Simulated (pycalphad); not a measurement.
All values are pycalphad results on the COST 507 light-alloy database (1999) (1 atm), not direct measurements. The data set is of 1999 and partly superseded. Amounts are mole fractions of atoms.

Task: Give the equilibrium state of Al-9.284Si-0.2849C (wt.%) at 1850 K.

Result: liquid, fraction 0.996, with 9.3 Si, 0.21 C wt.%; AL4C3, fraction 0.004, with 0.70 Si, 25.0 C wt.%.

Task: Give the equilibrium state of Al-9.284Si-0.2849C (wt.%) at 1200 K.

Result: liquid, fraction 0.985, with 9.3 Si, <0.01 C wt.%; AL8SIC7, fraction 0.015, with 8.6 Si, 25.6 C wt.%.

Database names, with the compositions (at.%) that they take in these runs: AL4C3: Al 57 C 43 Si 0; AL8SIC7: Al 50 C 44 Si 6.
